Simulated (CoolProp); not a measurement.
Model: reference Helmholtz-energy equation of state, Jacobsen 1992, in CoolProp.

For R11, give the phase and the cp (kJ/(kg K)), conductivity (mW/(m K)) at 107.85 °C and 0.021 MPa; 98.95 °C and 3.95 MPa; -44.35 °C and 25.4 MPa.


- 107.85 °C and 0.021 MPa: gas; cp 0.631, conductivity 11.9
- 98.95 °C and 3.95 MPa: liquid; cp 0.965, conductivity 68.6
- -44.35 °C and 25.4 MPa: liquid; cp 0.817, conductivity 115

Thermal conductivity comes from a separate model (McLinden 2000), an estimate that may be off by 10 % or more.
